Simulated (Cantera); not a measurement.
Input: 1 mol Cr₂O₃, 77 mol H₂, 0.18 mol H₂O, held at 0.000140 bar.

These are equilibrium values from Cantera (NASA tables, ideal gas, pure condensed phases), not measurements of a reactor. Candidate condensed phases: Cr, Cr₂O₃, H₂O; 13 gas species. Kinetics and transport are ignored.

Which condensed phases are stable at each of these points (T (°C)): 677, 777, 877, 977, 1077, 1177, 1277, 1377, 1477, 1577, 1677, 1777?


```csv
T (°C),condensed phases,Cr condensed (%)
677,Cr₂O₃(s),100.0
777,Cr₂O₃(s),100.0
877,Cr₂O₃(s),100.0
977,Cr₂O₃(s),100.0
1077,Cr₂O₃(s),100.0
1177,Cr₂O₃(s),99.0
1277,Cr₂O₃(s),92.4
1377,Cr₂O₃(s),72.0
1477,Cr₂O₃(s),22.5
1577,gas only,0.0
1677,gas only,0.0
1777,gas only,0.0
```

From 677 °C to 1477 °C the condensed part is Cr₂O₃(s). From 1577 °C to 1777 °C nothing is condensed.
